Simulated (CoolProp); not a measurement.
A single-stage vapour-compression cycle with chlorine: evaporating at 244.15 K (dew point), condensing at 266.15 K (bubble point), superheat 10 K, subcooling 8 K, compressor efficiency 0.8, no pressure losses. Each further row changes one setting.

Computed with CoolProp (reference Helmholtz-energy equation of state, Thol 2021).

```tsv
case	cooling COP	pressure ratio	discharge temperature (K)	refrigerating effect (kJ/kg)	volumetric capacity (kJ/m³)
as stated	___	2.32	326.9	276	1190
evaporating temperature 249.15 K	11.0	1.89	313.7	278	1450
condensing temperature 261.15 K	10.7	___	310.5	280	1210
subcooling 13 K	8.28	2.32	326.9	280	1210
superheat 20 K	7.95	2.32	339.3	281	___
compressor efficiency 0.7	___	2.32	___	276	1190
```

Q: Some entries are withheld; supply them.

A: 
- as stated, cooling COP: 8.14
- condensing temperature 261.15 K, pressure ratio: 1.94
- superheat 20 K, volumetric capacity (kJ/m³): 1160
- compressor efficiency 0.7, cooling COP: 7.13
- compressor efficiency 0.7, discharge temperature (K): 336.3
